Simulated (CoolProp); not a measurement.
Vapour-liquid equilibrium of carbon dioxide (1) + R227EA (2) at -22.15 °C; x and y are mole fractions of (1).

Computed with CoolProp (multi-fluid Helmholtz-energy mixture model, Span 1996 and Lemmon 2016; pair parameters Bell 2016).

| x | bubble pressure (kPa) | y at the bubble point | dew pressure at overall composition x (kPa) | liquid density (mol/L) |
|---|---|---|---|---|
| 0.05 | 154.0 | 0.502 | 82.37 | 9.527 |
| 0.15 | 311.0 | 0.767 | 91.90 | 10.24 |
| 0.25 | 471.5 | 0.857 | 103.9 | 11.05 |
| 0.35 | 633.3 | 0.902 | 119.3 | 11.96 |
| 0.45 | 796.6 | 0.929 | 140.1 | 13.02 |
| 0.55 | 963.3 | 0.949 | 169.5 | 14.24 |
| 0.65 | 1137 | 0.964 | 214.5 | 15.68 |
| 0.75 | 1321 | 0.976 | 291.6 | 17.40 |
| 0.85 | 1519 | 0.987 | 453.9 | 19.49 |
| 0.95 | 1732 | 0.996 | 975.3 | 22.10 |

No azeotrope shows between x = 0.05 and 0.95.

Pair parameters are fitted to limited data, so mixtures are less certain than the pure fluids.
